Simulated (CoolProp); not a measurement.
Vapour-liquid equilibrium of R1234ze(E) (1) + R227EA (2) at 69.95 °C; x and y are mole fractions of (1).

The numbers come from the multi-fluid Helmholtz-energy mixture model, Thol 2016 and Lemmon 2016; pair parameters Bell 2023 in CoolProp.

Q: Give the bubble pressure and the first vapour's composition at x = 0.05, 0.35, 0.8. Is there an azeotrope?

A: x = 0.05: 1.497 MPa, y = 0.054; x = 0.35: 1.556 MPa, y = 0.365; x = 0.8: 1.606 MPa, y = 0.803. No azeotrope shows between x = 0.05 and 0.95.

The pair parameters rest on a limited set of measurements; away from them the model extrapolates.
